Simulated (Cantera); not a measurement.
An isothermal, constant-pressure homogeneous reactor starts with C2H6 : N2 = 1 : 32 (molar parts), at 1750 K and 1.01 bar.

Detailed kinetics in Cantera: GRI-Mech 3.0 (53 species, 325 reactions). GRI-Mech 3.0 stops at C3 and has no aromatics, soot or wall deposition, so with more carbon than oxygen in the feed, carbon stays in small species such as C2H2 where larger ones or solid carbon would form.

x: mole fraction; the columns are a selection and need not sum to one.

```tsv
t (s)	x C2H6	x CH2	x CH3	x H2	x C2H	x HCN
0.000100	0.000382	4.57e-6	0.00106	0.0341	6.50e-7	5.55e-6
0.000403	1.78e-5	3.63e-7	0.000250	0.0420	2.31e-7	5.85e-6
0.00163	6.46e-6	1.48e-7	0.000153	0.0451	1.65e-7	5.90e-6
0.00656	4.60e-6	1.26e-7	0.000130	0.0471	1.70e-7	6.04e-6
0.0265	1.74e-6	8.04e-8	8.05e-5	0.0509	1.79e-7	6.48e-6
0.107	___	___	___	0.0547	1.89e-7	___
0.430	___	___	___	0.0564	1.94e-7	___
1.74	5.80e-9	4.32e-9	4.10e-6	0.0568	1.95e-7	9.92e-6
7.00	5.27e-9	4.06e-9	3.85e-6	0.0568	1.95e-7	1.48e-5
```

Task: What belongs in the gaps?

Result: 
- 0.107, x C2H6: 2.61e-7
- 0.107, x CH2: 3.24e-8
- 0.107, x CH3: 3.14e-5
- 0.107, x HCN: 7.34e-6
- 0.430, x C2H6: 2.43e-8
- 0.430, x CH2: 9.82e-9
- 0.430, x CH3: 9.37e-6
- 0.430, x HCN: 8.43e-6
